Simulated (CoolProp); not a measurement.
The numbers come from the reference Helmholtz-energy equation of state, Tillner-Roth 1997 in CoolProp.

Question: For CH2F2 (R32), give the phase and the density (kg/m³), isothermal compressibility (1/MPa), expansivity (1/kK), Prandtl number at -2.85 °C and 20.7 MPa.

Answer: 
- -2.85 °C and 20.7 MPa: liquid; density 1120, isothermal compressibility 0.00207, expansivity 2.37, Prandtl number 1.86

Viscosity comes from a separate model (Bell 2016), an estimate that may be off by 10 % or more. Thermal conductivity comes from a separate model (Huber 2003), an estimate that may be off by 10 % or more.
